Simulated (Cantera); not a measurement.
Feed: 1 mol CO, 1.2 mol O2, 6.7 mol H2, at 2998.15 K and 1330 Pa.

Method: chemical equilibrium by Gibbs-energy minimisation in Cantera with the NASA 1993 tables (ideal gas, pure condensed phases). Candidate condensed phases: C, C6H6, C7H8, C8H18, H2O; 110 gas species. The numbers say what is thermodynamically allowed, not how fast it happens.

Base state: H 0.570, H2 0.176, O 0.0859, CO 0.0756, OH 0.0432, H2O 0.0401, O2 0.00777, CO2 0.00233 (mole fractions); condensed: gas only.

Q: What changes in the equilibrium state with this change: temperature from 2998.15 K to 1898.15 K?

A: 
```tsv
species	before	after
H2	0.176	0.569
H2O	0.0401	0.296
CO	0.0756	0.115
H	0.570	0.00511
O	0.0859	1.47e-6
OH	0.0432	0.000218
CO2	0.00233	0.0143
O2	0.00777	3.35e-7
```
